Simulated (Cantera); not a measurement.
An adiabatic, constant-pressure homogeneous reactor starts with CH4 : O2 : N2 : CO2 = 1 : 4.65 : 17.5 : 1.1 (molar parts), at 1748 K and 8.00 bar. Integrator tolerance rtol = 1e-08.

Computed with Cantera and GRI-Mech 3.0 (53 species, 325 reactions).

Question: What does this change do: CO2 1.1 to 0.38 parts?

Answer: 
```json
[
 {"quantity": "time of steepest temperature rise", "before": "26.3 µs", "after": "25.4 µs"},
 {"quantity": "temperature at 2.00 s", "before": "2489 K", "after": "2522 K"},
 {"quantity": "equilibrium temperature", "before": "2489 K", "after": "2522 K"},
 {"quantity": "x(CH4) at 2.00 s", "before": "<1e-12 (gas-phase equilibrium <1e-12)", "after": "<1e-12 (gas-phase equilibrium <1e-12)"},
 {"quantity": "x(O2) at 2.00 s", "before": "0.101 (gas-phase equilibrium 0.101)", "after": "0.103 (gas-phase equilibrium 0.103)"},
 {"quantity": "x(CO2) at 2.00 s", "before": "0.0830 (gas-phase equilibrium 0.0830)", "after": "0.0558 (gas-phase equilibrium 0.0558)"},
 {"quantity": "x(NO) at 2.00 s", "before": "0.0149 (gas-phase equilibrium 0.0149)", "after": "0.0162 (gas-phase equilibrium 0.0162)"},
 {"quantity": "x(C2H4) at 2.00 s", "before": "<1e-12 (gas-phase equilibrium <1e-12)", "after": "<1e-12 (gas-phase equilibrium <1e-12)"}
]
```

Question: What does this change do: initial temperature 1748 to 1550 K?

Answer: 
```tsv
quantity	before	after
time of steepest temperature rise	26.3 µs	0.117 ms
temperature at 2.00 s	2489 K	2336 K
equilibrium temperature	2489 K	2336 K
x(CH4) at 2.00 s	<1e-12 (gas-phase equilibrium <1e-12)	<1e-12 (gas-phase equilibrium <1e-12)
x(O2) at 2.00 s	0.101 (gas-phase equilibrium 0.101)	0.103 (gas-phase equilibrium 0.103)
x(CO2) at 2.00 s	0.0830 (gas-phase equilibrium 0.0830)	0.0850 (gas-phase equilibrium 0.0850)
x(NO) at 2.00 s	0.0149 (gas-phase equilibrium 0.0149)	0.0113 (gas-phase equilibrium 0.0113)
x(C2H4) at 2.00 s	<1e-12 (gas-phase equilibrium <1e-12)	<1e-12 (gas-phase equilibrium <1e-12)
```
